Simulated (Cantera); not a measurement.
A closed system holds: 1 mol AlN, 18 mol Cl2, 1.5 mol N2, 0.00042 mol HCl, equilibrated at 2.80 Pa.

Method: chemical equilibrium by Gibbs-energy minimisation in Cantera with the NASA 1993 tables (ideal gas, pure condensed phases). Candidate condensed phases: Al, AlCl3, AlN, NH4Cl; 20 gas species. The numbers say what is thermodynamically allowed, not how fast it happens.

**Question.** At 1050 °C, list the 4 most abundant gas species with their mole fractions, and the condensed phases.

**Answer.** Cl 0.827, Cl2 0.0831, N2 0.0602, AlCl3 0.0301. Condensed: gas only.
